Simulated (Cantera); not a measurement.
What does this Cantera script print?

```python
import numpy as np
import cantera as ct

gas_names = """
    B BH BH2 BH3 BN B2 H H2 N NH NH2 NH3 N2 N2H2 N2H4
""".split()
cond_names = """
    B(b) B(L) BN(s)
""".split()


def load(file, names, dense=False):
    # The tables refer to 1 bar. Condensed volumes are neglected.
    table = {s.name: s for s in ct.Species.list_from_file(file)}
    out = []
    for n in names:
        d = dict(table[n].input_data)
        d["thermo"] = dict(d["thermo"], **{"reference-pressure": 1e5})
        if dense:
            d["equation-of-state"] = {"model": "constant-volume", "density": "1e6 g/cm^3"}
        out.append(ct.Species.from_dict(d))
    return out


gas = ct.Solution(thermo="ideal-gas", species=load("nasa_gas.yaml", gas_names))
cond = {s.name: ct.Solution(thermo="fixed-stoichiometry", species=[s], name=s.name)
        for s in load("nasa_condensed.yaml", cond_names, dense=True)}
atoms = {
    'B': {'B': 1},
    'N2': {'N': 2},
    'H2': {'H': 2},
}
top_T = {'BN(s)': 3200}  # K; cautious upper limits of use, not melting points


def equilibrate(T, P, feed):
    n = {}
    for name, mol in feed.items():
        for a, k in atoms[name].items():
            n[a] = n.get(a, 0.0) + k * mol
    gas.TPX = T, P, n
    mass = sum(n.values()) * gas.mean_molecular_weight
    gas.equilibrate("TP")
    valid = [c for c in cond.values() if c.min_temp <= T <= top_T.get(c.name, c.max_temp)]
    mix = ct.Mixture([(gas, mass / gas.mean_molecular_weight)] + [(c, 0.0) for c in valid])
    mix.T, mix.P = T, P
    mix.equilibrate("TP", solver="vcs", rtol=1e-11, max_steps=5000)
    return mix


results = []
T = 1848  # K
P = 1000  # Pa
for m in [1, 1.7, 2.8, 4.5, 7.4, 12, 20, 33, 53, 87, 140]:
    feed = {'B': 1, 'N2': 28, 'H2': m}  # mol
    mix = equilibrate(T, P, feed)
    results.append((T, P, feed, dict(zip(mix.species_names, mix.species_moles))))

top = {s: max(r[3][s] / sum(r[3][g] for g in gas_names) for r in results) for s in gas_names}
cols = sorted((s for s in top if top[s] > 1e-05), key=lambda s: -top[s])[:9]
seen = [c for c in cond_names if any(r[3].get(c, 0) > 1e-12 for r in results)]
print("log10 of partial pressures in bar; condensed amounts in mol")
print(f"{'n(H2)':>10s}" + "".join(f"{s[:9]:>10s}" for s in cols + seen))
for T, P, feed, n in results:
    ng = sum(n[g] for g in gas_names)
    print(f"{feed['H2']:10.4g}" + "".join(f"{np.log10(max(n[s] / ng * P / 1e5, 1e-99)):10.3f}" for s in cols)
          + "".join(f"{n.get(c, 0):10.4g}" for c in seen))
```

Output:

```
log10 of partial pressures in bar; condensed amounts in mol
     n(H2)        N2        H2         H       BH2     BN(s)
         1    -2.016    -3.461    -5.006    -8.692         1
       1.7    -2.026    -3.240    -4.896    -8.466         1
       2.8    -2.042    -3.038    -4.795    -8.256         1
       4.5    -2.066    -2.855    -4.703    -8.061         1
       7.4    -2.104    -2.677    -4.614    -7.864         1
        12    -2.158    -2.520    -4.536    -7.680    0.9999
        20    -2.238    -2.378    -4.465    -7.498    0.9998
        33    -2.343    -2.266    -4.408    -7.333    0.9997
        53    -2.467    -2.184    -4.367    -7.189    0.9995
        87    -2.620    -2.122    -4.336    -7.050     0.999
       140    -2.786    -2.080    -4.316    -6.926     0.998
```

Cantera equilibrium calculation (NASA polynomials, part measured and part estimated; ideal gas, pure solids and liquids). The tables' values for BH2 are old estimates; treat these amounts as uncertain.
